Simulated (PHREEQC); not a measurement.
Model water analysis in mmol/kgw, 25 °C, pH 2.49, pe 8.3: Na 86.5; K 0.528; Ca 4.68; Mg 4.5; Cl 11.3; S(6) 52; Zn 0.0964.

Valence states are taken as typed.

Equilibrium calculation in PHREEQC: ion-association model, wateq4f.dat.

**Question.** The ionic strength comes out as 0.138 mol/kgw. What activity coefficients do KSO4-, Mg+2, Zn+2, CaHSO4+, Cl- get?

**Answer.** KSO4- 0.77, Mg+2 0.37, Zn+2 0.37, CaHSO4+ 0.76, Cl- 0.74.

Precipitation was switched off in this run.
